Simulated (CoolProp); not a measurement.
R134a at 232.26 K and 0.0216 MPa is throttled through a valve to 0.00416 MPa with no heat exchange. Each further row changes one setting.

Computed with CoolProp (reference Helmholtz-energy equation of state, Tillner-Roth 1994).

```csv
case,temperature change (K),final density (kg/m³)
as stated,?,?
outlet pressure 0.00125 MPa,?,0.0664
outlet pressure 0.00541 MPa,-0.9,0.288
```

Question: Some entries are withheld; supply them.

Answer: 
- as stated, temperature change (K): -1.0
- as stated, final density (kg/m³): 0.221
- outlet pressure 0.00125 MPa, temperature change (K): -1.1
